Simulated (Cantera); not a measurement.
A closed system holds: 1 mol PbO, 3.9 mol H2, a varied amount of N2, equilibrated at 0.100 bar.

Cantera equilibrium calculation (NASA polynomials, part measured and part estimated; ideal gas, pure solids and liquids). Candidate condensed phases: H2O, Pb, PbO, PbO2, Pb3O4; 27 gas species. Kinetics and transport are ignored.

What condenses at these points (T in °C, n(N2) in mol): (1175, 1.3); (975, 11); (1075, 3.8); (1675, 3.8); (1775, 0.44)?


```json
[
 {"T (°C)": "1175", "n(N2) in mol": "1.3", "condensed phases": "Pb", "Pb condensed (%)": "11.1"},
 {"T (°C)": "975", "n(N2) in mol": "11", "condensed phases": "Pb", "Pb condensed (%)": "80.4"},
 {"T (°C)": "1075", "n(N2) in mol": "3.8", "condensed phases": "Pb", "Pb condensed (%)": "61.4"},
 {"T (°C)": "1675", "n(N2) in mol": "3.8", "condensed phases": "gas only", "Pb condensed (%)": "0.0"},
 {"T (°C)": "1775", "n(N2) in mol": "0.44", "condensed phases": "gas only", "Pb condensed (%)": "0.0"}
]
```
